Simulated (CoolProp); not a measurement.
Vapour-liquid equilibrium of R134a (1) + R141b (2) at 0.256 bar; x and y are mole fractions of (1).

The numbers come from the multi-fluid Helmholtz-energy mixture model, Tillner-Roth 1994 and Lemmon 2006; pair parameters Bell 2016 in CoolProp.

```tsv
x	bubble temperature (°C)	y at the bubble point	dew temperature at overall composition x (°C)	liquid density (mol/L)
0.05	-15.9	0.518	-3.1	11.29
0.15	-30.5	0.807	-5.3	11.72
0.25	-37.8	0.890	-7.8	12.04
0.35	-42.1	0.925	-10.5	12.33
0.45	-44.8	0.944	-13.6	12.60
0.55	-46.7	0.956	-17.1	12.87
0.65	-48.1	0.965	-21.4	13.14
0.75	-49.3	0.973	-26.7	13.43
0.85	-50.4	0.982	-33.9	13.73
0.95	-51.7	0.993	-45.8	14.06
```

No azeotrope shows between x = 0.05 and 0.95.

Pair parameters are fitted to limited data, so mixtures are less certain than the pure fluids.
